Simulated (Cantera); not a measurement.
Feed: 1 mol SiCl₄, 18 mol N₂O, 1 mol N₂, at 140 Pa.

Cantera equilibrium calculation (NASA polynomials, part measured and part estimated; ideal gas, pure solids and liquids). Candidate condensed phases: Si, SiO₂, Si₂N₂O, Si₃N₄; 23 gas species. Kinetics and transport are ignored. All values below are at 1025 K.

Base state: N₂ 0.654, O₂ 0.275, Cl₂ 0.0669, Cl 0.00387, NO 4.27e-5 (mole fractions); condensed: SiO₂(β-quartz).

**Question.** What changes in the equilibrium state with this change: SiCl₄ replaced by SiH₂Cl₂?

**Answer.** 
| species | before | after |
|---|---|---|
| N₂ | 0.654 | 0.656 |
| O₂ | 0.275 | 0.274 |
| HCl | 0 | 0.0597 |
| Cl₂ | 0.0669 | 0.00422 |
| H₂O | 0 | 0.00471 |
| Cl | 0.00387 | 0.000971 |
| NO | 4.27e-5 | 4.26e-5 |
| SiO₂(β-quartz), mol | 1.00 | 1.00 |
Further candidate phases: H₂O, NH₄Cl.

**Question.** What changes in the equilibrium state with this change: SiCl₄ replaced by TEOS?

**Answer.** 
| species | before | after |
|---|---|---|
| N₂ | 0.654 | 0.514 |
| H₂O | 0 | 0.173 |
| CO₂ | 0 | 0.151 |
| O₂ | 0.275 | <1e-9 |
| H₂ | 0 | 0.0970 |
| Cl₂ | 0.0669 | 0 |
| CO | 0 | 0.0652 |
| Cl | 0.00387 | 0 |
| NO | 4.27e-5 | <1e-9 |
| SiO₂(β-quartz), mol | 1.00 | 1.00 |
The feed counts by its element totals alone. Further candidate phases: C, C₆H₆, C₇H₈, C₈H₁₈, H₂O, SiC.
